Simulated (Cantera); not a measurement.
Cantera run:

```python
import numpy as np
import cantera as ct

gas_names = """
    H HO2 H2 H2O H2O2 O OH O2 O3 V VO VO2
""".split()
cond_names = """
    H2O(s) H2O(L) V(cr) V(L) VO(s) VO(L) V2O3(s) V2O3(L) V2O4(I) V2O4(II) V2O4(L) V2O5(s) V2O5(L)
""".split()


# ... load() reads the species with a 1 bar reference pressure and builds the phases ...
atoms = {
    'V2O3': {'V': 2, 'O': 3},
    'H2': {'H': 2},
    'H2O': {'H': 2, 'O': 1},
}
top_T = {}  # K; cautious upper limits of use, not melting points


# ... equilibrate(T, P, feed) seeds the gas with the atoms and calls Mixture.equilibrate('TP', solver="vcs", rtol=1e-11, max_steps=5000) ...
results = []
feed = {'V2O3': 1, 'H2': 770, 'H2O': 0.36}  # mol
P = 2400  # Pa
for T in [1248, 1323, 1398, 1473, 1548, 1623, 1698, 1773, 1848, 1923]:
    mix = equilibrate(T, P, feed)
    results.append((T, P, feed, dict(zip(mix.species_names, mix.species_moles))))

top = {s: max(r[3][s] / sum(r[3][g] for g in gas_names) for r in results) for s in gas_names}
cols = sorted((s for s in top if top[s] > 1e-06), key=lambda s: -top[s])[:6]
seen = [c for c in cond_names if any(r[3].get(c, 0) > 1e-12 for r in results)]
print("log10 of partial pressures in bar; condensed amounts in mol")
print(f"{'T/K':>10s}" + "".join(f"{s[:9]:>10s}" for s in cols + seen))
for T, P, feed, n in results:
    ng = sum(n[g] for g in gas_names)
    print(f"{T:10.4g}" + "".join(f"{np.log10(max(n[s] / ng * P / 1e5, 1e-99)):10.3f}" for s in cols)
          + "".join(f"{n.get(c, 0):10.4g}" for c in seen))
```

Output:

```
log10 of partial pressures in bar; condensed amounts in mol
       T/K        H2         H       H2O        VO       VO2         V     VO(s)   V2O3(s)
      1248    -1.620    -7.141    -4.791   -14.041   -13.147   -16.559     0.319    0.8405
      1323    -1.620    -6.610    -4.543   -12.764   -11.882   -15.187     1.117    0.4413
      1398    -1.621    -6.135    -4.373   -11.629   -10.807   -13.915         2         0
      1473    -1.621    -5.708    -4.373   -10.614    -9.998   -12.624         2         0
      1548    -1.621    -5.322    -4.373    -9.701    -9.271   -11.461         2         0
      1623    -1.621    -4.971    -4.373    -8.876    -8.614   -10.409         2         0
      1698    -1.621    -4.650    -4.373    -8.128    -8.019    -9.454     1.999         0
      1773    -1.621    -4.357    -4.374    -7.446    -7.476    -8.582     1.998         0
      1848    -1.622    -4.087    -4.375    -6.823    -6.981    -7.783     1.991         0
      1923    -1.623    -3.838    -4.377    -6.251    -6.528    -7.049      1.97         0
```

Method: chemical equilibrium by Gibbs-energy minimisation in Cantera with the NASA 1993 tables (ideal gas, pure condensed phases). Mutual solubility and eutectic melting of coexisting phases are not modelled. VO: taken at fixed stoichiometry. Condensed phases not in the tables: the oxides between V2O3 and V2O5 other than VO2.
